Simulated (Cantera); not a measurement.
Input: 1 mol SiO2, 3 mol HBr, 16 mol O2, held at 552 °C and 10.0 mbar.

Cantera equilibrium calculation (NASA polynomials, part measured and part estimated; ideal gas, pure solids and liquids). Candidate condensed phases: Br2, H2O, Si, SiO2; 28 gas species. The numbers say what is thermodynamically allowed, not how fast it happens.

Base state: O2 0.835, H2O 0.0818, Br2 0.0811, Br 0.00135, HBr 0.000633 (mole fractions); condensed: SiO2(α-quartz).

Question: What changes in the equilibrium state with this change: SiO2 replaced by CaO?

Answer: 
| species | before | after |
|---|---|---|
| O2 | 0.835 | 0.886 |
| H2O | 0.0818 | 0.0842 |
| Br2 | 0.0811 | 0.0289 |
| HBr | 0.000633 | 0.000377 |
| Br | 0.00135 | 0.000803 |
| SiO2(α-quartz), mol | 1.00 | 0 |
| CaBr2(s), mol | 0 | 0.977 |
| CaO(s), mol | 0 | 0.0235 |
Further candidate phases: Ca, CaBr2, CaO, Ca(OH)2.
